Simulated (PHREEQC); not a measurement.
Dissolve 12 mmol/kgw TMAH, 3.6 mmol/kgw NaAlO2 and 0.22 mmol/kgw Na2CO3 at 25 °C. Closed to the air; pH follows from the charge balance.

All values are PHREEQC results (ion-association model, phreeqc.dat), not measurements.

Precipitation was switched off in this run.

Q: Order these C species by the share of C that they hold, largest first: NaCO3-, CO3-2, HCO3-.

A: CO3-2 (94 %), NaCO3- (4.4 %), HCO3- (1.3 %)

The pH is 12.02 and the ionic strength 0.0162 mol/kgw. (CH3)4N+ isn't in the database: it is added as a free cation with an ion size of 4 Å.
